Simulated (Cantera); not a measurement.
Feed: 1 mol Al, 24 mol NH3, 380 mol H2, 0.54 mol N2O, held at 675 K and 1.00 bar.

Cantera equilibrium calculation (NASA polynomials, part measured and part estimated; ideal gas, pure solids and liquids). Candidate condensed phases: Al, AlN, Al2O3, H2O; 35 gas species. Equilibrium is a limit: real reactors are often held back by kinetics, nucleation or transport.

Base state: H2 0.970, N2 0.0276, NH3 0.00208 (mole fractions); condensed: AlN(s) + Al2O3(s).

**Question.** What changes in the equilibrium state with this change: NH3 from 24 to 1.6 mol?

**Answer.** 
| species | before | after |
|---|---|---|
| H2 | 0.970 | 0.997 |
| N2 | 0.0276 | 0.00235 |
| NH3 | 0.00208 | 0.000631 |
| AlN(s), mol | 0.640 | 0.640 |
| Al2O3(s), mol | 0.180 | 0.180 |
